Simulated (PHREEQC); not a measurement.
0.018 g of hydrous ferric oxide (600 m²/g; 0.2 weak and 0.005 strong sites per Fe, Dzombak-Morel constants, diffuse double layer) in 1 kg of water with 0.05 mol/kgw of an inert sodium salt and 1.3e-06 mol/kgw H3BO3, at 25 °C; the pH is set by adding NaOH or the inert anion's acid. Oxygen alone is held at its pressure in air (log pO2 = -0.68). The system is closed to CO2. Nothing may precipitate in this run.

Base run: PHREEQC, ion-association model, wateq4f.dat. Each further column changes one thing. The table gives surface charge σ (C/m²).

| pH | base | background salt from 0.05 to 0.005 mol/kgw | oxide from 0.018 to 0.09 g/kgw | 0.00019 mol/kgw CuSO4 added |
|---|---|---|---|---|
| 3 | 0.357 | 0.302 | 0.357 | 0.096 |
| 3.75 | 0.317 | 0.211 | 0.317 | 0.093 |
| 4.12 | 0.281 | 0.169 | 0.281 | 0.092 |
| 4.88 | 0.194 | 0.099 | 0.194 | 0.085 |
| 5.25 | 0.154 | 0.074 | 0.154 | 0.083 |
| 6 | 0.089 | 0.037 | 0.089 | 0.099 |
| 6.75 | 0.045 | 0.017 | 0.045 | 0.121 |
| 7.12 | 0.030 | 0.011 | 0.030 | 0.121 |
| 7.88 | 0.006 | 0.002 | 0.006 | 0.086 |
| 8.25 | -0.004 | -0.001 | -0.004 | 0.062 |
| 9 | -0.026 | -0.009 | -0.026 | 0.024 |

The oxide is taken as insoluble; below pH 4 it would dissolve. In at least one series the solution becomes supersaturated in solids that the run did not let form, among them Cu(OH)2, Brochantite, Antlerite. The database's constant for dissolved Cu(OH)2 is higher than later reviews accept.
